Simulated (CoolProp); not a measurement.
The numbers come from the reference Helmholtz-energy equation of state, Thol 2015 in CoolProp.

Problem. For octamethylcyclotetrasiloxane (D4), give the phase and the density (kg/m³), cp (kJ/(kg K)), cv (kJ/(kg K)), Joule-Thomson coefficient (K/MPa) at 96.75 °C and 1.51 MPa; 158.25 °C and 1.51 MPa.

Solution. 
- 96.75 °C and 1.51 MPa: liquid; density 871, cp 1.81, cv 1.52, Joule-Thomson coefficient -0.319
- 158.25 °C and 1.51 MPa: liquid; density 796, cp 1.94, cv 1.67, Joule-Thomson coefficient -0.196
